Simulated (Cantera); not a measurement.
An adiabatic, constant-volume homogeneous reactor starts with 1.91 % C₃H₈, 19.1 % O₂, 71.8 % N₂, 7.25 % CO₂, equivalence ratio 0.50, at 1325 K and 1.00 atm.

Detailed kinetics in Cantera: GRI-Mech 3.0 (53 species, 325 reactions). GRI-Mech 3.0 was tuned for natural gas; its chemistry of propane as a main component is partial and can be far from experiment.

Problem. Predict: time of steepest temperature rise; temperature at 0.200 s; equilibrium temperature; x(O₂) at 0.200 s; x(CO₂) at 0.200 s; x(N₂O) at 0.200 s.

Solution. 
```
Property                                                             Value
---------------------------------  ---------------------------------------
time of steepest temperature rise                                 0.607 ms
temperature at 0.200 s                                              2404 K
equilibrium temperature                                             2404 K
x(O₂) at 0.200 s                     0.0883 (gas-phase equilibrium 0.0883)
x(CO₂) at 0.200 s                      0.120 (gas-phase equilibrium 0.120)
x(N₂O) at 0.200 s                  8.41e-7 (gas-phase equilibrium 8.41e-7)
```
